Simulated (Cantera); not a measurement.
# Thermodynamics of boron, boron nitride and boron oxide, feed BCl3 + H2 + N2

Feed: 1 mol BCl3, 1.1 mol H2, 5.4 mol N2, equilibrated at 750 K and 0.133 bar.

Method: chemical equilibrium by Gibbs-energy minimisation in Cantera with the NASA 1993 tables (ideal gas, pure condensed phases). Candidate condensed phases: B, BN, NH4Cl; 21 gas species. N2 is the only nitrogen source here; it is nearly inert below about 1500 K, so the nitride shown seldom forms there in practice. Kinetics and transport are ignored.

```
Property                            Result
-------------------------------  ---------
x(N2)                                0.671
x(HCl)                               0.293
x(BCl3)                             0.0356
x(H2)                              3.35e-6
n(BN(s))                         0.733 mol
gas amount                       7.500 mol
log10 activity of B(s) (absent)     -12.35
```
